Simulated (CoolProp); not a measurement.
Vapour-liquid equilibrium of CH2F2 (R32) (1) + R1234ze(E) (2) at 293.6 K; x and y are mole fractions of (1).

Computed with CoolProp (multi-fluid Helmholtz-energy mixture model, Tillner-Roth 1997 and Thol 2016; pair parameters Bell 2023).

| x | bubble pressure, mixture model (kPa) | bubble pressure, Raoult's law (kPa) | y, mixture model | y, Raoult's law |
|---|---|---|---|---|
| 0.05 | 492.9 | 486.4 | ___ | 0.153 |
| 0.125 | 581.5 | 565.9 | 0.319 | 0.330 |
| 0.2 | ___ | 645.3 | 0.444 | 0.463 |
| 0.275 | 752.2 | 724.8 | 0.540 | 0.566 |
| 0.35 | 833.2 | 804.3 | ___ | 0.650 |
| 0.425 | 911.4 | 883.7 | 0.680 | 0.718 |
| 0.5 | 987.3 | 963.2 | 0.734 | 0.775 |
| 0.575 | 1062 | 1043 | 0.781 | 0.823 |
| 0.65 | 1135 | 1122 | 0.825 | 0.865 |
| 0.725 | ___ | 1202 | 0.865 | 0.901 |
| 0.8 | 1284 | 1281 | ___ | 0.932 |
| 0.875 | 1360 | 1361 | 0.940 | 0.960 |
| 0.95 | 1439 | 1440 | 0.977 | 0.985 |

Task: Fill in the missing entries.

Result: 
- 0.05, y, mixture model: 0.150
- 0.2, bubble pressure, mixture model (kPa): 668.2
- 0.35, y, mixture model: 0.617
- 0.725, bubble pressure, mixture model (kPa): 1209
- 0.8, y, mixture model: 0.903

The largest gap from Raoult's law is +3.8 % in bubble pressure, at x = 0.275. No azeotrope shows between x = 0.05 and 0.95.

Pair parameters are fitted to limited data, so mixtures are less certain than the pure fluids.
